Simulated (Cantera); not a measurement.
Feed: 1 mol Si(CH3)4, 0.0061 mol C3H8, 27 mol H2, equilibrated at 925 °C and 4.73 Torr.

Equilibrium computed with Cantera from the NASA thermochemical tables; the gas is ideal and each condensed phase is pure. Candidate condensed phases: C, C6H6, C7H8, C8H18, Si, SiC; 87 gas species. Kinetics and transport are ignored.

Base state: H2 1.000, CH4 0.000101 (mole fractions); condensed: C(graphite) + SiC(s).

**Question.** What changes in the equilibrium state with this change: temperature from 925 °C to 1802 °C?

**Answer.** 
```csv
species,before,after
H2,1.000,0.965
H,2.40e-6,0.0330
C2H2 (acetylene),9.92e-8,0.00120
Si,<1e-9,0.00116
SiC2,<1e-9,6.71e-5
SiH,<1e-9,5.17e-5
Si2C,<1e-9,4.30e-5
"C(graphite), mol",3.01,2.98
"SiC(s), mol",1.00,0.954
```
Gases not in the tables: Si2H6 and higher silanes.

**Question.** What changes in the equilibrium state with this change: Si(CH3)4 replaced by SiCl4?

**Answer.** 
```csv
species,before,after
H2,1.000,0.899
HCl,0,0.0765
SiCl2,0,0.0153
SiCl4,0,0.00467
SiCl3,0,0.00284
SiHCl3,0,0.00148
SiH2Cl2,0,6.11e-5
CH4,0.000101,1.36e-7
"C(graphite), mol",3.01,0
"SiC(s), mol",1.00,0.0183
"Si(s), mol",0,0.280
```
Mutual solubility and eutectic melting of coexisting phases are not modelled. The tables' values for SiCl3 are old estimates; treat these amounts as uncertain.
